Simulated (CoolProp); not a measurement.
Vapour-liquid equilibrium of R22 (1) + ethanol (2) at 0.32 MPa; x and y are mole fractions of (1).

Values from CoolProp's multi-fluid Helmholtz-energy mixture model, Kamei 1995 and Schroeder 2014; pair parameters Bell 2016.

```json
[
 {"x": "0.05", "bubble temperature, mixture model (K)": "?", "bubble temperature, Raoult's law (K)": "357.4", "y, mixture model": "?", "y, Raoult's law": "0.622"},
 {"x": "0.2", "bubble temperature, mixture model (K)": "295.0", "bubble temperature, Raoult's law (K)": "313.0", "y, mixture model": "?", "y, Raoult's law": "0.956"},
 {"x": "0.35", "bubble temperature, mixture model (K)": "277.4", "bubble temperature, Raoult's law (K)": "292.9", "y, mixture model": "0.995", "y, Raoult's law": "0.988"},
 {"x": "0.5", "bubble temperature, mixture model (K)": "?", "bubble temperature, Raoult's law (K)": "281.0", "y, mixture model": "0.997", "y, Raoult's law": "0.996"},
 {"x": "0.65", "bubble temperature, mixture model (K)": "?", "bubble temperature, Raoult's law (K)": "272.7", "y, mixture model": "0.998", "y, Raoult's law": "0.998"},
 {"x": "0.8", "bubble temperature, mixture model (K)": "264.7", "bubble temperature, Raoult's law (K)": "266.6", "y, mixture model": "0.999", "y, Raoult's law": "0.999"},
 {"x": "0.95", "bubble temperature, mixture model (K)": "261.6", "bubble temperature, Raoult's law (K)": "261.7", "y, mixture model": "1.000", "y, Raoult's law": "1.000"}
]
```

**Question.** What belongs in the gaps?

**Answer.** 
- 0.05, bubble temperature, mixture model (K): 350.9
- 0.05, y, mixture model: 0.692
- 0.2, y, mixture model: 0.981
- 0.5, bubble temperature, mixture model (K): 270.2
- 0.65, bubble temperature, mixture model (K): 266.9

The largest gap from Raoult's law is -18.0 K in bubble temperature, at x = 0.2. No azeotrope shows between x = 0.05 and 0.95.

Pair parameters are fitted to limited data, so mixtures are less certain than the pure fluids. With so large a gap from Raoult's law the liquid may split in two, which this calculation doesn't test in full.
